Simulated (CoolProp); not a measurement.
Vapour-liquid equilibrium of propane (1) + isobutane (2) at 266 kPa; x and y are mole fractions of (1).

Values from CoolProp's multi-fluid Helmholtz-energy mixture model, Lemmon 2009 and Bücker 2006; pair parameters Kunz 2012.

| x | bubble temperature, mixture model (°C) | bubble temperature, Raoult's law (°C) | y, mixture model | y, Raoult's law |
|---|---|---|---|---|
| 0.05 | 13.2 | 13.1 | [?] | 0.130 |
| 0.2 | 6.3 | 5.8 | [?] | 0.424 |
| 0.35 | 0.5 | -0.2 | [?] | 0.620 |
| 0.5 | -4.6 | -5.3 | 0.735 | 0.756 |
| 0.65 | -9.0 | -9.6 | 0.842 | 0.855 |
| 0.8 | [?] | -13.3 | 0.923 | 0.928 |
| 0.95 | -16.6 | -16.6 | [?] | 0.984 |

Q: Complete the blanks.

A: 
- 0.05, y, mixture model: 0.119
- 0.2, y, mixture model: 0.397
- 0.35, y, mixture model: 0.592
- 0.8, bubble temperature, mixture model (°C): -13.0
- 0.95, y, mixture model: 0.983

The largest gap from Raoult's law is +0.7 K in bubble temperature, at x = 0.5. No azeotrope shows between x = 0.05 and 0.95.

Pair parameters are fitted to limited data, so mixtures are less certain than the pure fluids.
